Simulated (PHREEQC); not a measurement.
**Buffer: speciation**

Solution (25 °C): 0.0035 mol KHCO3, 0.014 mol Na2SO4 and 0.0052 mol LiCl per kg of water. Closed to the air; pH follows from the charge balance.

Model: ion-association model, phreeqc.dat, run in PHREEQC.

This is a speciation only: nothing precipitates in the calculation.

Estimate the pH.

pH 8.12.

In which forms is K present?

K+ 96 %, KSO4- 4.0 % of the K.

Species that the database lacks are ignored.
